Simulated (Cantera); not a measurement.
## Gas-phase reforming

An isothermal, constant-pressure homogeneous reactor starts with 29.3 % CH4, 64.5 % H2O, 6.16 % H2, at 1598 K and 29.0 bar.

Detailed kinetics in Cantera: GRI-Mech 3.0 (53 species, 325 reactions). The pressure lies above the range GRI-Mech 3.0 was tuned for (to about 10 atm).

```
t (s)     x CH4  x H2O    x H2     x CH3      x O2
--------  -----  -----  ------  --------  --------
2.00e-6   0.293  0.645  0.0616   4.00e-5    <1e-12
8.60e-6   0.293  0.645  0.0617   8.21e-5    <1e-12
3.69e-5   0.292  0.645  0.0620   9.36e-5    <1e-12
0.000159  0.290  0.645  0.0639  0.000113  4.25e-12
0.000682  0.279  0.641  0.0744  0.000115  1.60e-11
0.00293   0.239  0.622   0.117   9.57e-5  1.16e-11
0.0126    0.170  0.584   0.194   7.18e-5  6.13e-12
0.0541    0.157  0.539   0.239   6.49e-5  4.46e-12
0.233     0.147  0.456   0.314   5.27e-5  2.36e-12
1.00      0.101  0.353   0.427   3.11e-5    <1e-12
```
x: mole fraction; the columns are a selection and need not sum to one.

Equilibrium at this temperature and pressure: CH4 0.000224, H2O 0.204, H2 0.611, CH3 5.78e-8, O2 <1e-12 (gas phase only).
